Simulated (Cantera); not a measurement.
A closed system holds: 1 mol MgCl2, 4.6 mol HCl, 3 mol N2, 2.7 mol H2, held at 2025 K and 0.100 bar.

Method: chemical equilibrium by Gibbs-energy minimisation in Cantera with the NASA 1993 tables (ideal gas, pure condensed phases). Candidate condensed phases: Mg, MgCl2, NH4Cl; 18 gas species. Rates play no part.

### Question
What is the equilibrium state?

### Answer
- x(HCl) = 0.403
- x(N2) = 0.264
- x(H2) = 0.238
- x(MgCl2) = 0.0875
- x(Cl) = 0.00373
- x(H) = 0.00297
- x(MgCl) = 0.000333
- x(Mg) = 0.000292
- x(Cl2) = 2.12e-6
- gas amount = 11.34 mol
- log10 activity of Mg(l) (absent) = -6.09
